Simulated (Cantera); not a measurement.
A freely propagating, adiabatic, planar premixed flame of C3H8 : O2 : N2 : H2O = 1 : 5.88 : 17.1 : 0.7 (molar parts), equivalence ratio 0.85, unburnt at 475 K and 1.90 bar; mixture-averaged transport, grid criteria slope 0.08 and curve 0.16, no radiation.

Computed with Cantera and GRI-Mech 3.0 (53 species, 325 reactions). GRI-Mech 3.0 was tuned for natural gas; its chemistry of propane as a main component is partial and can be far from experiment. Burning velocities carry a grid error of a few per cent, more on coarse grids.

**Question.** How do the results move with these cheaper or finer settings: unity-Lewis-number transport; multicomponent transport; multicomponent+Soret transport; grid criteria slope 0.5, curve 1; grid criteria slope 0.25, curve 0.5; grid criteria slope 0.03, curve 0.06?

**Answer.** 
| setting | laminar burning velocity | thermal thickness | peak x(HCO) | peak x(CH3) | grid points |
|---|---|---|---|---|---|
| as above | 107 cm/s | 0.150 mm | 9.50e-5 | 0.00214 | 152 |
| unity-Lewis-number transport | 82.7 cm/s | 0.165 mm | 8.02e-5 | 0.00164 | 149 |
| multicomponent transport | 108 cm/s | 0.152 mm | 9.54e-5 | 0.00215 | 152 |
| multicomponent+Soret transport | 106 cm/s | 0.152 mm | 9.51e-5 | 0.00213 | 153 |
| grid criteria slope 0.5, curve 1 | 121 cm/s | 0.168 mm | 9.44e-5 | 0.00207 | 37 |
| grid criteria slope 0.25, curve 0.5 | 112 cm/s | 0.156 mm | 9.46e-5 | 0.00210 | 60 |
| grid criteria slope 0.03, curve 0.06 | 105 cm/s | 0.149 mm | 9.37e-5 | 0.00212 | 374 |
The base run took around 6 core-seconds (rough).
Unity Lewis numbers drop preferential diffusion, which matters most where H2 and H carry the flame; Soret adds thermal diffusion.
